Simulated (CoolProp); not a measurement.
Vapour-liquid equilibrium of R1234yf (1) + R1234ze(E) (2) at 269.9 K; x and y are mole fractions of (1).

Values from CoolProp's multi-fluid Helmholtz-energy mixture model, Lemmon 2022 and Thol 2016; pair parameters Bell 2022.

Question: Give the bubble pressure and the first vapour's composition at x = 0.35, 0.65, 0.8. Is there an azeotrope?

Answer: x = 0.35: 0.2260 MPa, y = 0.436; x = 0.65: 0.2523 MPa, y = 0.721; x = 0.8: 0.2652 MPa, y = 0.847. No azeotrope shows between x = 0.05 and 0.95.

The pair parameters rest on a limited set of measurements; away from them the model extrapolates.
